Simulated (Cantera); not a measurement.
# Carbothermic reduction: PbO + CO + N2

Input: 1 mol PbO, 7.3 mol CO, a varied amount of N2, held at 0.0620 bar.

Equilibrium computed with Cantera from the NASA thermochemical tables; the gas is ideal and each condensed phase is pure. Candidate condensed phases: C, Pb, PbO, PbO2, Pb3O4; 27 gas species. Equilibrium is a limit: real reactors are often held back by kinetics, nucleation or transport.

Stable condensed phases:

```
T in K \ n(N2) in mol
         0.12 0.23 0.46  0.9  1.8  3.5    7   14
   1523     A    A    A    A    A    A    A    A
   1473     A    A    A    A    A    A    A    A
   1423     A    A    A    A    A    A    A    A
   1373     B    B    B    B    A    A    A    A
   1323     B    B    B    B    B    B    B    A
   1273     B    B    B    B    B    B    B    B
   1223     B    B    B    B    B    B    B    B
   1173     B    B    B    B    B    B    B    B
   1123     B    B    B    B    B    B    B    B
   1073     B    B    B    B    B    B    B    B
   1023     B    B    B    B    B    B    B    B
    973     B    B    B    B    B    B    B    B
    923     C    C    B    B    B    B    B    B
    873     C    C    C    C    C    C    C    C
```

A: gas only; B: Pb; C: C + Pb.
